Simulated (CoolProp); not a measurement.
n-perfluoropentane along the isobar 29.6 bar: Z from the reference equation and from simpler models built on Tc = 147.9 °C, pc = 20.63 bar, ω = 0.436; each cubic takes its own stable root.

Computed with CoolProp (reference Helmholtz-energy equation of state, Gao 2022).

| T (°C) | phase | reference | van der Waals | Redlich-Kwong | Soave-Redlich-Kwong | Peng-Robinson |
|---|---|---|---|---|---|---|
| 128.25 | liquid | 0.2149 | 0.3251 | 0.2546 | 0.2447 | 0.2180 |
| 142.35 | liquid | 0.2280 | ? | 0.2712 | 0.2669 | 0.2396 |
| 156.35 | supercritical | 0.2586 | 0.3488 | 0.3006 | 0.3129 | 0.2854 |
| 170.45 | supercritical | 0.3798 | ? | 0.3623 | 0.4291 | 0.4018 |
| 184.55 | supercritical | 0.5305 | 0.4325 | 0.4695 | 0.5593 | 0.5281 |
| 198.65 | supercritical | 0.6201 | 0.5150 | 0.5588 | 0.6443 | 0.6116 |
| 212.75 | supercritical | 0.6823 | 0.5849 | 0.6221 | 0.7052 | ? |
| 226.85 | supercritical | 0.7296 | 0.6371 | 0.6701 | 0.7521 | 0.7194 |

**Question.** Fill in the missing entries.

**Answer.** 
- 142.35, van der Waals: 0.3336
- 170.45, van der Waals: 0.3770
- 212.75, Peng-Robinson: 0.6722
